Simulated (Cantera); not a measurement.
A Cantera script and what it prints.

```python
import numpy as np
import cantera as ct

gas_names = """
    CL CL2 H HCL H2 Si SiCL SiCL2 SiCL3 SiCL4 SiH SiHCL3 SiH2 SiH2CL2 SiH3 SiH3CL SiH4 Si2 Si3
""".split()
cond_names = """
    Si(cr) Si(L)
""".split()


def load(file, names, dense=False):
    # The tables refer to 1 bar. Condensed volumes are neglected.
    table = {s.name: s for s in ct.Species.list_from_file(file)}
    out = []
    for n in names:
        d = dict(table[n].input_data)
        d["thermo"] = dict(d["thermo"], **{"reference-pressure": 1e5})
        if dense:
            d["equation-of-state"] = {"model": "constant-volume", "density": "1e6 g/cm^3"}
        out.append(ct.Species.from_dict(d))
    return out


gas = ct.Solution(thermo="ideal-gas", species=load("nasa_gas.yaml", gas_names))
cond = {s.name: ct.Solution(thermo="fixed-stoichiometry", species=[s], name=s.name)
        for s in load("nasa_condensed.yaml", cond_names, dense=True)}
atoms = {
    'SiH4': {'Si': 1, 'H': 4},
    'HCl': {'H': 1, 'CL': 1},
    'H2': {'H': 2},
}
top_T = {}  # K; cautious upper limits of use, not melting points


def equilibrate(T, P, feed):
    n = {}
    for name, mol in feed.items():
        for a, k in atoms[name].items():
            n[a] = n.get(a, 0.0) + k * mol
    gas.TPX = T, P, n
    mass = sum(n.values()) * gas.mean_molecular_weight
    gas.equilibrate("TP")
    valid = [c for c in cond.values() if c.min_temp <= T <= top_T.get(c.name, c.max_temp)]
    mix = ct.Mixture([(gas, mass / gas.mean_molecular_weight)] + [(c, 0.0) for c in valid])
    mix.T, mix.P = T, P
    mix.equilibrate("TP", solver="vcs", rtol=1e-11, max_steps=5000)
    return mix


results = []
feed = {'SiH4': 1, 'HCl': 0.17, 'H2': 11}  # mol
P = 29000  # Pa
for T in [923, 973, 1023, 1073, 1123, 1173, 1223, 1273, 1323, 1373, 1423]:
    mix = equilibrate(T, P, feed)
    results.append((T, P, feed, dict(zip(mix.species_names, mix.species_moles))))

top = {s: max(r[3][s] / sum(r[3][g] for g in gas_names) for r in results) for s in gas_names}
cols = sorted((s for s in top if top[s] > 1e-06), key=lambda s: -top[s])[:6]
seen = [c for c in cond_names if any(r[3].get(c, 0) > 1e-12 for r in results)]
print("log10 of partial pressures in bar; condensed amounts in mol")
print(f"{'T/K':>10s}" + "".join(f"{s[:9]:>10s}" for s in cols + seen))
for T, P, feed, n in results:
    ng = sum(n[g] for g in gas_names)
    print(f"{T:10.4g}" + "".join(f"{np.log10(max(n[s] / ng * P / 1e5, 1e-99)):10.3f}" for s in cols)
          + "".join(f"{n.get(c, 0):10.4g}" for c in seen))
```

It prints:

```
log10 of partial pressures in bar; condensed amounts in mol
       T/K        H2       HCL    SiHCL3     SiCL4     SiCL2   SiH2CL2    Si(cr)
       923    -0.540    -3.107    -3.329    -3.448    -5.517    -4.219    0.9595
       973    -0.541    -2.921    -3.396    -3.526    -5.096    -4.246    0.9649
      1023    -0.541    -2.767    -3.494    -3.648    -4.743    -4.297    0.9715
      1073    -0.542    -2.646    -3.639    -3.831    -4.461    -4.379    0.9785
      1123    -0.542    -2.559    -3.842    -4.093    -4.252    -4.502    0.9849
      1173    -0.543    -2.507    -4.105    -4.437    -4.114    -4.667    0.9895
      1223    -0.543    -2.480    -4.411    -4.837    -4.030    -4.860    0.9921
      1273    -0.543    -2.467    -4.730    -5.256    -3.979    -5.063    0.9933
      1323    -0.543    -2.462    -5.044    -5.668    -3.945    -5.263    0.9937
      1373    -0.543    -2.461    -5.342    -6.061    -3.919    -5.454    0.9939
      1423    -0.543    -2.460    -5.624    -6.431    -3.898    -5.633    0.9938
```

Equilibrium computed with Cantera from the NASA thermochemical tables; the gas is ideal and each condensed phase is pure. The tables' values for SiCl3 are old estimates; treat these amounts as uncertain.
